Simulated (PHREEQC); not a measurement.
Solution (80 °C): 51 mmol/kgw LiOH and 2.4 mmol/kgw H3BO3. Closed to the air; pH follows from the charge balance.

Model: ion-association model, phreeqc.dat, run in PHREEQC.

Precipitation was switched off in this run.

Question: Estimate the pH, density.

Answer: pH 11.17; density 0.973 g/cm³.

Constants without temperature data keep their 25 °C values here.
